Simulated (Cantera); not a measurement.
Charge: 1 mol Si, 1.3 mol HCl, 5.6 mol H₂, equilibrated at 0.230 bar.

These are equilibrium values from Cantera (NASA tables, ideal gas, pure condensed phases), not measurements of a reactor. Candidate condensed phases: Si; 19 gas species. The numbers say what is thermodynamically allowed, not how fast it happens. All values below are at 325 °C.

Base state: H₂ 0.945, SiCl₄ 0.0338, SiHCl₃ 0.0208, SiH₂Cl₂ 0.000638, HCl 4.02e-5 (mole fractions); condensed: Si(s).

Task: What changes in the equilibrium state with this change: HCl from 1.3 to 0.95 mol?

Result: 
```tsv
species	before	after
H₂	0.945	0.958
SiCl₄	0.0338	0.0250
SiHCl₃	0.0208	0.0167
SiH₂Cl₂	0.000638	0.000556
HCl	4.02e-5	3.76e-5
Si(s), mol	0.639	0.735
```
